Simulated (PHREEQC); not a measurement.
# Phosphoric acid bath: speciation

A solution holds 49 mmol/kgw NaH2PO4, 6.7 mmol/kgw H2SO4 and 0.052 mmol/kgw ZnSO4, at 25 °C. Closed to the air; pH follows from the charge balance.

Model: ion-association model, wateq4f.dat, run in PHREEQC.

* **pH**: 2.66
* **ionic strength**: 0.0566 mol/kgw
* **total alkalinity**: -13.4 meq/kg

| species | molality | activity | log γ |
|---|---|---|---|
| Na+ | 0.0484 | 0.0395 | -0.088 |
| H2PO4- | 0.0388 | 0.0319 | -0.085 |
| H3PO4 | 0.0102 | 0.0103 | 0.006 |
| SO4-2 | 0.00551 | 0.00245 | -0.351 |
| H+ | 0.00259 | 0.00219 | -0.071 |
| HSO4- | 0.000643 | 0.000523 | -0.090 |
| NaSO4- | 0.000591 | 0.000486 | -0.085 |

Precipitation was switched off in this run. Species that the database lacks are ignored. H3PO4, which wateq4f.dat lacks, is added to it with the constant of phreeqc.dat. The database has no phosphate complexes of Zn.
